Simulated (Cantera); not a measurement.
Input (Python, Cantera) and output of one run.

```python
import numpy as np
import cantera as ct

gas_names = [...]  # 87 gases of nasa_gas.yaml made of C, H, Si
cond_names = """
    C(gr) C6H6(L) C7H8(L) C8H18(L),n-octa Si(cr) Si(L) SiC(b)
""".split()


# ... load() reads the species with a 1 bar reference pressure and builds the phases ...
atoms = {
    'SiH4': {'Si': 1, 'H': 4},
    'CH4': {'C': 1, 'H': 4},
    'H2': {'H': 2},
}
top_T = {'C(gr)': 4500, 'SiC(b)': 3050}  # K; cautious upper limits of use, not melting points


# ... equilibrate(T, P, feed) seeds the gas with the atoms and calls Mixture.equilibrate('TP', solver="vcs", rtol=1e-11, max_steps=5000) ...
results = []
feed = {'SiH4': 1, 'CH4': 0.55, 'H2': 3.1}  # mol
P = 1333.22  # Pa
for T in [1225, 1325, 1425, 1525, 1625, 1725, 1825, 1925, 2025, 2125, 2225, 2325]:
    mix = equilibrate(T, P, feed)
    results.append((T, P, feed, dict(zip(mix.species_names, mix.species_moles))))
    x = sorted(zip(gas.X, gas.species_names), reverse=True)
    print(f"T = {T:g} K  P = {P:g} Pa  gas = {mix.phase_moles(0):.4g} mol")
    print("   x: " + "  ".join(f"{s} {v:.3e}" for v, s in x if v > 0.0001))
    print("   condensed (mol): " + ("  ".join(f"{mix.phase(i).name} {mix.phase_moles(i):.4g}"
          for i in range(1, mix.n_phases) if mix.phase_moles(i) > 1e-12) or "none"))
```

Output:

```
T = 1225 K  P = 1333.22 Pa  gas = 6.2 mol
   x: H2 1.000e+00
   condensed (mol): Si(cr) 0.45  SiC(b) 0.55
T = 1325 K  P = 1333.22 Pa  gas = 6.2 mol
   x: H2 1.000e+00
   condensed (mol): Si(cr) 0.45  SiC(b) 0.55
T = 1425 K  P = 1333.22 Pa  gas = 6.2 mol
   x: H2 9.999e-01
   condensed (mol): Si(cr) 0.45  SiC(b) 0.55
T = 1525 K  P = 1333.22 Pa  gas = 6.201 mol
   x: H2 9.998e-01  H 2.049e-04
   condensed (mol): Si(cr) 0.45  SiC(b) 0.55
T = 1625 K  P = 1333.22 Pa  gas = 6.202 mol
   x: H2 9.994e-01  H 6.108e-04
   condensed (mol): Si(cr) 0.4499  SiC(b) 0.55
T = 1725 K  P = 1333.22 Pa  gas = 6.206 mol
   x: H2 9.983e-01  H 1.607e-03
   condensed (mol): Si(L) 0.4493  SiC(b) 0.55
T = 1825 K  P = 1333.22 Pa  gas = 6.214 mol
   x: H2 9.958e-01  H 3.806e-03  Si 3.411e-04
   condensed (mol): Si(L) 0.4473  SiC(b) 0.55
T = 1925 K  P = 1333.22 Pa  gas = 6.234 mol
   x: H2 9.902e-01  H 8.239e-03  Si 1.305e-03  SiH 1.221e-04
   condensed (mol): Si(L) 0.4403  SiC(b) 0.5498
T = 2025 K  P = 1333.22 Pa  gas = 6.281 mol
   x: H2 9.785e-01  H 1.649e-02  Si 4.367e-03  SiH 3.193e-04  Si2C 1.328e-04  SiH2 1.196e-04
   condensed (mol): Si(L) 0.4182  SiC(b) 0.5491
T = 2125 K  P = 1333.22 Pa  gas = 6.389 mol
   x: H2 9.545e-01  H 3.073e-02  Si 1.302e-02  SiH 7.560e-04  Si2C 5.850e-04  SiH2 1.978e-04  Si2 1.790e-04
   condensed (mol): Si(L) 0.3542  SiC(b) 0.546
T = 2225 K  P = 1333.22 Pa  gas = 6.636 mol
   x: H2 9.065e-01  H 5.341e-02  Si 3.515e-02  Si2C 2.244e-03  SiH 1.630e-03  Si2 5.907e-04  SiH2 3.034e-04  Si3 1.141e-04
   condensed (mol): Si(L) 0.1798  SiC(b) 0.534
T = 2325 K  P = 1333.22 Pa  gas = 6.949 mol
   x: H2 8.468e-01  H 8.768e-02  Si 5.659e-02  Si2C 4.965e-03  SiH 2.113e-03  Si2 7.422e-04  SiC2 4.760e-04  SiH2 2.856e-04  C2H2,acetylene 2.317e-04
   condensed (mol): SiC(b) 0.5056
```

Equilibrium computed with Cantera from the NASA thermochemical tables; the gas is ideal and each condensed phase is pure. Mutual solubility and eutectic melting of coexisting phases are not modelled. Gases not in the tables: Si2H6 and higher silanes.
